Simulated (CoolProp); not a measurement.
Vapour-liquid equilibrium of carbon dioxide (1) + cyclopentane (2) at 272.5 K; x and y are mole fractions of (1).

Values from CoolProp's multi-fluid Helmholtz-energy mixture model, Span 1996 and Gedanitz 2015; pair parameters Bell 2016.

| x | bubble pressure (MPa) | y at the bubble point | dew pressure at overall composition x (MPa) | liquid density (mol/L) |
|---|---|---|---|---|
| 0.05 | 0.3314 | 0.957 | 0.01452 | 11.26 |
| 0.15 | 0.9329 | 0.983 | 0.01624 | 11.99 |
| 0.25 | 1.443 | 0.988 | 0.01841 | 12.79 |
| 0.35 | 1.833 | 0.991 | 0.02126 | 13.67 |
| 0.45 | 2.110 | 0.992 | 0.02514 | 14.62 |
| 0.55 | 2.305 | 0.992 | 0.03075 | 15.66 |
| 0.65 | 2.464 | 0.993 | 0.03958 | 16.79 |
| 0.75 | 2.633 | 0.994 | 0.05552 | 18.02 |
| 0.85 | 2.860 | 0.995 | 0.09296 | 19.32 |
| 0.95 | 3.195 | 0.998 | 0.2858 | 20.60 |

No azeotrope shows between x = 0.05 and 0.95.

Pair parameters are fitted to limited data, so mixtures are less certain than the pure fluids. The gap from Raoult's law changes sign with composition, which may be real or a fault of the pair parameters; it wasn't checked against measurements. With so large a gap from Raoult's law the liquid may split in two, which this calculation doesn't test in full.
